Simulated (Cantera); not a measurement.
What does this Cantera script print?

```python
import numpy as np
import cantera as ct

gas_names = """
    HCL H MgCL2
""".split()
cond_names = """
    Mg(cr) Mg(L)
""".split()


# ... load() reads the species with a 1 bar reference pressure and builds the phases ...
species = {s.name: s for s in load("nasa_gas.yaml", gas_names) + load("nasa_condensed.yaml", cond_names)}
# Each term lists the table entries of one substance; the one whose range holds T is used.
reactions = {
    'Mg + 2 HCl(g) = 2 H(g) + MgCl2(g)':
        [(-1, ['Mg(cr)', 'Mg(L)']), (-2, ['HCL']), (2, ['H']), (1, ['MgCL2'])],
}


def pick(names, T):
    return next(species[n] for n in names if species[n].thermo.min_temp <= T <= species[n].thermo.max_temp)


results = []
for label, terms in reactions.items():
    print(label)
    print("     T/K   dH/kJ  dS/(J/K)   dG/kJ   log10 K")
    for T in [1048, 1098, 1148, 1198, 1248, 1298, 1348, 1398, 1448, 1498]:
        used = [(nu, pick(names, T)) for nu, names in terms]
        dH = sum(nu * s.thermo.h(T) for nu, s in used) / 1e6
        dS = sum(nu * s.thermo.s(T) for nu, s in used) / 1e3
        dG = dH - T * dS / 1e3
        logK = -dG * 1e6 / (ct.gas_constant * T * np.log(10))
        results.append((label, T, dH, dS, dG, logK, [s.name for _, s in used]))
        print(f"{T:8g} {dH:8.1f} {dS:8.1f} {dG:8.1f} {logK:8.2f}")
```

Output:

```
Mg + 2 HCl(g) = 2 H(g) + MgCl2(g)
     T/K   dH/kJ  dS/(J/K)   dG/kJ   log10 K
    1048    229.2    108.1    115.8    -5.77
    1098    229.4    108.4    110.4    -5.25
    1148    229.6    108.6    105.0    -4.78
    1198    229.8    108.8     99.5    -4.34
    1248    230.0    108.9     94.1    -3.94
    1298    230.2    109.0     88.7    -3.57
    1348    230.3    109.1     83.2    -3.22
    1398    230.4    109.2     77.7    -2.90
    1448    230.5    109.3     72.3    -2.61
    1498    230.6    109.3     66.8    -2.33
```

Cantera with NASA thermochemical tables; ideal gases at 1 bar, condensed phases pure. Condensed species are held in their standard states even where they would react or evaporate.
